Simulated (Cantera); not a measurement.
Charge: 1 mol TiO2, 1.5 mol C, 0.031 mol CO, held at 1398.15 K and 0.00990 bar.

Equilibrium computed with Cantera from the NASA thermochemical tables; the gas is ideal and each condensed phase is pure. Candidate condensed phases: C, Ti, TiC, TiO, TiO2, Ti2O3, Ti3O5, Ti4O7; 15 gas species. Mutual solubility and eutectic melting of coexisting phases are not modelled. TiC: taken at fixed stoichiometry. Equilibrium is a limit: real reactors are often held back by kinetics, nucleation or transport.

Base state: CO 1.000, CO2 5.02e-5 (mole fractions); condensed: TiC(s) + Ti2O3(s).

Q: What changes in the equilibrium state with this change: temperature from 1398.15 K to 1998 K?

A: 
```csv
species,before,after
CO,1.000,1.000
TiO,<1e-9,6.91e-5
CO2,5.02e-5,3.29e-5
"TiC(s), mol",0.400,0.250
"Ti2O3(s), mol",0.300,0
"TiO(s), mol",0,0.750
```
TiC, TiO: taken at fixed stoichiometry. Condensed phases not in the tables: solid solutions among these carbides, nitrides and lower oxides.
